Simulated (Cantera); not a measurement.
A freely propagating, adiabatic, planar premixed flame of CO : H₂ : O₂ : N₂ = 1 : 0.037 : 0.786 : 3.22 (molar parts), unburnt at 350 K and 0.370 bar; mixture-averaged transport, grid criteria slope 0.08 and curve 0.16, no radiation.

Detailed kinetics in Cantera: GRI-Mech 3.0 (53 species, 325 reactions). Burning velocities carry a grid error of a few per cent, more on coarse grids.

x: mole fraction of selected species; z is measured from the peak of heat release.

```csv
z (mm),T (K),u (m/s),x CO,x H₂,x O₂,x O,x N₂O,x CO₂
-9.87,350,0.252,0.198,0.00732,0.156,<1e-8,<1e-8,<1e-8
-6.58,350,0.252,0.198,0.00724,0.156,<1e-8,<1e-8,8.24e-8
-4.93,350,0.252,0.198,0.00709,0.156,<1e-8,<1e-8,1.21e-6
-3.29,352,0.253,0.198,0.00667,0.156,<1e-8,<1e-8,1.86e-5
-1.64,[?],0.291,0.196,0.00522,0.155,1.24e-7,<1e-8,0.00174
-0.822,[?],0.475,0.176,0.00373,0.145,8.91e-5,1.41e-8,0.0193
0,[?],0.739,0.132,0.00152,0.122,0.00366,7.89e-8,0.0669
0.822,[?],0.904,0.0863,0.000385,0.0955,0.0108,1.83e-7,0.119
1.64,[?],0.994,0.0600,0.000298,0.0815,0.0133,2.24e-7,0.150
3.29,1634,1.09,0.0417,0.000308,0.0736,0.0110,2.39e-7,0.172
6.58,1762,1.16,0.0310,0.000252,0.0702,0.00692,2.70e-7,0.185
13.2,1859,1.22,0.0217,0.000172,0.0672,0.00405,3.07e-7,0.196
26.3,1929,1.26,0.0140,0.000108,0.0644,0.00229,3.21e-7,0.205
```

Task: Some entries are withheld; supply them.

Result: 
- -1.64, T (K): 406
- -0.822, T (K): 668
- 0, T (K): 1062
- 0.822, T (K): 1326
- 1.64, T (K): 1479
